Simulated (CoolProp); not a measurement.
Vapour-liquid equilibrium of CH2F2 (R32) (1) + R227EA (2) at 0.0191 MPa; x and y are mole fractions of (1).

Values from CoolProp's multi-fluid Helmholtz-energy mixture model, Tillner-Roth 1997 and Lemmon 2016; pair parameters Bell 2016.

Q: Give the bubble temperature and the first vapour's composition at x = 0.05, 0.5, 0.8. Is there an azeotrope?

A: x = 0.05: 218.6 K, y = 0.317; x = 0.5: 198.6 K, y = 0.902; x = 0.8: 195.3 K, y = 0.955. No azeotrope shows between x = 0.05 and 0.95.

The pair parameters rest on a limited set of measurements; away from them the model extrapolates.
